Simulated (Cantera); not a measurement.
Input: 1 mol Pb, 0.013 mol O2, 0.67 mol N2, equilibrated at 1200 °C.

Method: chemical equilibrium by Gibbs-energy minimisation in Cantera with the NASA 1993 tables (ideal gas, pure condensed phases). Candidate condensed phases: Pb, PbO, PbO2, Pb3O4; 12 gas species. Rates play no part.

At 4.60 mbar, list the 4 most abundant gas species with their mole fractions, and the condensed phases.

Pb 0.583, N2 0.401, PbO 0.0156, Pb2 2.92e-5. Condensed: gas only.
